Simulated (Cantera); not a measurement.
What does this Cantera script print?

```python
import numpy as np
import cantera as ct

gas_names = [...]  # 96 gases of nasa_gas.yaml made of C, Cl, H, Ti
cond_names = """
    C(gr) C6H6(L) C7H8(L) C8H18(L),n-octa Ti(a) Ti(b) Ti(L) TiC(s) TiC(L) TiCL2(s) TiCL3(s) TiCL4(L)
""".split()


# ... load() reads the species with a 1 bar reference pressure and builds the phases ...
atoms = {
    'TiCl4': {'Ti': 1, 'CL': 4},
    'C3H8': {'C': 3, 'H': 8},
    'H2': {'H': 2},
}
top_T = {'C(gr)': 4500, 'TiCL2(s)': 1300, 'TiCL3(s)': 1000}  # K; cautious upper limits of use, not melting points


# ... equilibrate(T, P, feed) seeds the gas with the atoms and calls Mixture.equilibrate('TP', solver="vcs", rtol=1e-11, max_steps=5000) ...
results = []
feed = {'TiCl4': 1, 'C3H8': 0.34, 'H2': 140}  # mol
for P in [10, 25, 63, 160, 400, 1000, 2500, 6300, 16000, 40000, 100000]:
    for T in [1048, 1098, 1148, 1198, 1248, 1298, 1348, 1398, 1448, 1498, 1548, 1598, 1648, 1698]:
        mix = equilibrate(T, P, feed)
        results.append((T, P, feed, dict(zip(mix.species_names, mix.species_moles))))

for T, P, feed, n in results:
    print(f"{T:7g} {P:10.4g}  " + (" + ".join(c for c in cond_names if n.get(c, 0) > 1e-12) or "gas only"))
```

Result:

```
   1048         10  C(gr) + TiC(s)
   1098         10  C(gr) + TiC(s)
   1148         10  C(gr) + TiC(s)
   1198         10  C(gr) + TiC(s)
   1248         10  C(gr) + TiC(s)
   1298         10  C(gr) + TiC(s)
   1348         10  C(gr) + TiC(s)
   1398         10  C(gr) + TiC(s)
   1448         10  C(gr) + TiC(s)
   1498         10  C(gr) + TiC(s)
   1548         10  C(gr) + TiC(s)
   1598         10  C(gr) + TiC(s)
   1648         10  C(gr) + TiC(s)
   1698         10  C(gr) + TiC(s)
   1048         25  C(gr) + TiC(s)
   1098         25  C(gr) + TiC(s)
   1148         25  C(gr) + TiC(s)
   1198         25  C(gr) + TiC(s)
   1248         25  C(gr) + TiC(s)
   1298         25  C(gr) + TiC(s)
   1348         25  C(gr) + TiC(s)
   1398         25  C(gr) + TiC(s)
   1448         25  C(gr) + TiC(s)
   1498         25  C(gr) + TiC(s)
   1548         25  C(gr) + TiC(s)
   1598         25  C(gr) + TiC(s)
   1648         25  C(gr) + TiC(s)
   1698         25  C(gr) + TiC(s)
   1048         63  C(gr) + TiC(s)
   1098         63  C(gr) + TiC(s)
   1148         63  C(gr) + TiC(s)
   1198         63  C(gr) + TiC(s)
   1248         63  C(gr) + TiC(s)
   1298         63  C(gr) + TiC(s)
   1348         63  C(gr) + TiC(s)
   1398         63  C(gr) + TiC(s)
   1448         63  C(gr) + TiC(s)
   1498         63  C(gr) + TiC(s)
   1548         63  C(gr) + TiC(s)
   1598         63  C(gr) + TiC(s)
   1648         63  C(gr) + TiC(s)
   1698         63  TiC(s)
   1048        160  C(gr) + TiC(s)
   1098        160  C(gr) + TiC(s)
   1148        160  C(gr) + TiC(s)
   1198        160  C(gr) + TiC(s)
   1248        160  C(gr) + TiC(s)
   1298        160  C(gr) + TiC(s)
   1348        160  C(gr) + TiC(s)
   1398        160  C(gr) + TiC(s)
   1448        160  C(gr) + TiC(s)
   1498        160  C(gr) + TiC(s)
   1548        160  C(gr) + TiC(s)
   1598        160  C(gr) + TiC(s)
   1648        160  C(gr) + TiC(s)
   1698        160  TiC(s)
   1048        400  TiC(s)
   1098        400  C(gr) + TiC(s)
   1148        400  C(gr) + TiC(s)
   1198        400  C(gr) + TiC(s)
   1248        400  C(gr) + TiC(s)
   1298        400  C(gr) + TiC(s)
   1348        400  C(gr) + TiC(s)
   1398        400  C(gr) + TiC(s)
   1448        400  C(gr) + TiC(s)
   1498        400  C(gr) + TiC(s)
   1548        400  C(gr) + TiC(s)
   1598        400  C(gr) + TiC(s)
   1648        400  C(gr) + TiC(s)
   1698        400  TiC(s)
   1048       1000  TiC(s)
   1098       1000  TiC(s)
   1148       1000  TiC(s)
   1198       1000  TiC(s)
   1248       1000  C(gr) + TiC(s)
   1298       1000  C(gr) + TiC(s)
   1348       1000  C(gr) + TiC(s)
   1398       1000  C(gr) + TiC(s)
   1448       1000  C(gr) + TiC(s)
   1498       1000  C(gr) + TiC(s)
   1548       1000  C(gr) + TiC(s)
   1598       1000  C(gr) + TiC(s)
   1648       1000  C(gr) + TiC(s)
   1698       1000  TiC(s)
   1048       2500  TiC(s)
   1098       2500  TiC(s)
   1148       2500  TiC(s)
   1198       2500  TiC(s)
   1248       2500  TiC(s)
   1298       2500  TiC(s)
   1348       2500  C(gr) + TiC(s)
   1398       2500  C(gr) + TiC(s)
   1448       2500  C(gr) + TiC(s)
   1498       2500  C(gr) + TiC(s)
   1548       2500  C(gr) + TiC(s)
   1598       2500  C(gr) + TiC(s)
   1648       2500  C(gr) + TiC(s)
   1698       2500  TiC(s)
   1048       6300  TiC(s)
   1098       6300  TiC(s)
   1148       6300  TiC(s)
   1198       6300  TiC(s)
   1248       6300  TiC(s)
   1298       6300  TiC(s)
   1348       6300  TiC(s)
   1398       6300  TiC(s)
   1448       6300  TiC(s)
   1498       6300  TiC(s)
   1548       6300  TiC(s)
   1598       6300  TiC(s)
   1648       6300  TiC(s)
   1698       6300  TiC(s)
   1048    1.6e+04  TiC(s)
   1098    1.6e+04  TiC(s)
   1148    1.6e+04  TiC(s)
   1198    1.6e+04  TiC(s)
   1248    1.6e+04  TiC(s)
   1298    1.6e+04  TiC(s)
   1348    1.6e+04  TiC(s)
   1398    1.6e+04  TiC(s)
   1448    1.6e+04  TiC(s)
   1498    1.6e+04  TiC(s)
   1548    1.6e+04  TiC(s)
   1598    1.6e+04  TiC(s)
   1648    1.6e+04  TiC(s)
   1698    1.6e+04  TiC(s)
   1048      4e+04  TiC(s)
   1098      4e+04  TiC(s)
   1148      4e+04  TiC(s)
   1198      4e+04  TiC(s)
   1248      4e+04  TiC(s)
   1298      4e+04  TiC(s)
   1348      4e+04  TiC(s)
   1398      4e+04  TiC(s)
   1448      4e+04  TiC(s)
   1498      4e+04  TiC(s)
   1548      4e+04  TiC(s)
   1598      4e+04  TiC(s)
   1648      4e+04  TiC(s)
   1698      4e+04  TiC(s)
   1048      1e+05  TiC(s)
   1098      1e+05  TiC(s)
   1148      1e+05  TiC(s)
   1198      1e+05  TiC(s)
   1248      1e+05  TiC(s)
   1298      1e+05  TiC(s)
   1348      1e+05  TiC(s)
   1398      1e+05  TiC(s)
   1448      1e+05  TiC(s)
   1498      1e+05  TiC(s)
   1548      1e+05  TiC(s)
   1598      1e+05  TiC(s)
   1648      1e+05  TiC(s)
   1698      1e+05  TiC(s)
```

Equilibrium computed with Cantera from the NASA thermochemical tables; the gas is ideal and each condensed phase is pure. The tables' values for TiCl2 are old estimates. TiC: taken at fixed stoichiometry.
